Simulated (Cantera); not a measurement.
Input (Python, Cantera) and output of one run.

```python
import numpy as np
import cantera as ct

gas_names = """
    CL CL2 H HCL H2 Si SiCL SiCL2 SiCL3 SiCL4 SiH SiHCL3 SiH2 SiH2CL2 SiH3 SiH3CL SiH4 Si2 Si3
""".split()
cond_names = """
    Si(cr) Si(L)
""".split()


# ... load() reads the species with a 1 bar reference pressure and builds the phases ...
atoms = {
    'SiH4': {'Si': 1, 'H': 4},
    'Cl2': {'CL': 2},
    'H2': {'H': 2},
}
top_T = {}  # K; cautious upper limits of use, not melting points


# ... equilibrate(T, P, feed) seeds the gas with the atoms and calls Mixture.equilibrate('TP', solver="vcs", rtol=1e-11, max_steps=5000) ...
results = []
feed = {'SiH4': 1, 'Cl2': 0.92, 'H2': 11}  # mol
P = 16000  # Pa
for T in [800, 850, 900, 950, 1000, 1050, 1100]:
    mix = equilibrate(T, P, feed)
    results.append((T, P, feed, dict(zip(mix.species_names, mix.species_moles))))
    x = sorted(zip(gas.X, gas.species_names), reverse=True)
    print(f"T = {T:g} K  P = {P:g} Pa  gas = {mix.phase_moles(0):.4g} mol")
    print("   x: " + "  ".join(f"{s} {v:.3e}" for v, s in x if v > 1e-05))
    print("   condensed (mol): " + ("  ".join(f"{mix.phase(i).name} {mix.phase_moles(i):.4g}"
          for i in range(1, mix.n_phases) if mix.phase_moles(i) > 1e-12) or "none"))
```

Result:

```
T = 800 K  P = 16000 Pa  gas = 13.42 mol
   x: H2 9.609e-01  SiCL4 2.365e-02  SiHCL3 1.324e-02  HCL 1.552e-03  SiH2CL2 5.988e-04  SiCL3 2.339e-05
   condensed (mol): Si(cr) 0.4966
T = 850 K  P = 16000 Pa  gas = 13.42 mol
   x: H2 9.600e-01  SiCL4 2.351e-02  SiHCL3 1.289e-02  HCL 2.905e-03  SiH2CL2 6.217e-04  SiCL3 5.888e-05  SiCL2 1.046e-05
   condensed (mol): Si(cr) 0.502
T = 900 K  P = 16000 Pa  gas = 13.43 mol
   x: H2 9.585e-01  SiCL4 2.318e-02  SiHCL3 1.249e-02  HCL 5.053e-03  SiH2CL2 6.383e-04  SiCL3 1.327e-04  SiCL2 3.619e-05
   condensed (mol): Si(cr) 0.51
T = 950 K  P = 16000 Pa  gas = 13.44 mol
   x: H2 9.561e-01  SiCL4 2.257e-02  SiHCL3 1.200e-02  HCL 8.246e-03  SiH2CL2 6.476e-04  SiCL3 2.711e-04  SiCL2 1.087e-04
   condensed (mol): Si(cr) 0.5213
T = 1000 K  P = 16000 Pa  gas = 13.46 mol
   x: H2 9.528e-01  SiCL4 2.159e-02  HCL 1.273e-02  SiHCL3 1.139e-02  SiH2CL2 6.482e-04  SiCL3 5.075e-04  SiCL2 2.889e-04
   condensed (mol): Si(cr) 0.5364
T = 1050 K  P = 16000 Pa  gas = 13.49 mol
   x: H2 9.483e-01  SiCL4 2.014e-02  HCL 1.868e-02  SiHCL3 1.062e-02  SiCL3 8.743e-04  SiCL2 6.876e-04  SiH2CL2 6.379e-04
   condensed (mol): Si(cr) 0.5552
T = 1100 K  P = 16000 Pa  gas = 13.53 mol
   x: H2 9.426e-01  HCL 2.615e-02  SiCL4 1.815e-02  SiHCL3 9.645e-03  SiCL2 1.478e-03  SiCL3 1.388e-03  SiH2CL2 6.145e-04  SiH3CL 1.038e-05
   condensed (mol): Si(cr) 0.5769
```

Cantera equilibrium calculation (NASA polynomials, part measured and part estimated; ideal gas, pure solids and liquids). The tables' values for SiCl3 are old estimates; treat these amounts as uncertain.
